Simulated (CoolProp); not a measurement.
Vapour-liquid equilibrium of ethanol (1) + toluene (2) at 151.45 °C; x and y are mole fractions of (1).

The numbers come from the multi-fluid Helmholtz-energy mixture model, Schroeder 2014 and Lemmon 2006; pair parameters Bell 2016 in CoolProp.

### Question
Give the bubble pressure and the first vapour's composition at x = 0.35, 0.75, 0.95. Is there an azeotrope?

### Answer
x = 0.35: 7.852 bar, y = 0.687; x = 0.75: 9.530 bar, y = 0.835; x = 0.95: 10.10 bar, y = 0.959. No azeotrope shows between x = 0.05 and 0.95.

The pair parameters rest on a limited set of measurements; away from them the model extrapolates. With so large a gap from Raoult's law the liquid may split in two, which this calculation doesn't test in full.
